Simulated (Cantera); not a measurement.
# Equilibrium for silicon carbide growth: SiHCl3 + C2H2 + H2

Feed: 1 mol SiHCl3, 0.0078 mol C2H2, 51 mol H2, held at 0.170 bar.

Equilibrium computed with Cantera from the NASA thermochemical tables; the gas is ideal and each condensed phase is pure. Candidate condensed phases: C, C6H6, C7H8, C8H18, Si, SiC; 109 gas species. Mutual solubility and eutectic melting of coexisting phases are not modelled. The tables' values for SiCl, SiCl3 are old estimates; treat these amounts as uncertain. Gases not in the tables: Si2H6 and higher silanes. The numbers say what is thermodynamically allowed, not how fast it happens.

From 1823 K to 2198 K the condensed part is Si(l) + SiC(s). From 2273 K to 2348 K the condensed part is Si(l). From 2423 K to 2573 K nothing is condensed. The main Si-bearing gas is SiCl2 at 1823 K and Si at 2573 K.

```csv
T (K),x H2,x H,x HCl,x Si,x SiCl2,x Cl,x SiH,n Si(l),n SiC(s)
1823,0.949,0.00102,0.0441,2.60e-5,0.00613,3.63e-5,1.12e-5,0.650,0.0154
1898,0.947,0.00185,0.0448,7.23e-5,0.00574,6.59e-5,2.53e-5,0.666,0.0153
1973,0.945,0.00318,0.0454,0.000186,0.00539,0.000114,5.38e-5,0.673,0.0150
2048,0.943,0.00527,0.0458,0.000445,0.00505,0.000190,0.000108,0.666,0.0141
2123,0.939,0.00843,0.0461,0.00100,0.00473,0.000304,0.000206,0.636,0.0117
2198,0.932,0.0130,0.0462,0.00213,0.00442,0.000470,0.000376,0.562,0.00555
2273,0.923,0.0196,0.0460,0.00430,0.00411,0.000704,0.000657,0.413,0
2348,0.910,0.0286,0.0454,0.00831,0.00380,0.00102,0.00110,0.139,0
2423,0.894,0.0407,0.0463,0.0114,0.00278,0.00150,0.00132,0,0
2498,0.876,0.0566,0.0473,0.0127,0.00174,0.00216,0.00130,0,0
2573,0.855,0.0770,0.0474,0.0137,0.00105,0.00300,0.00124,0,0
```
x: gas mole fraction; n: condensed amount in mol.
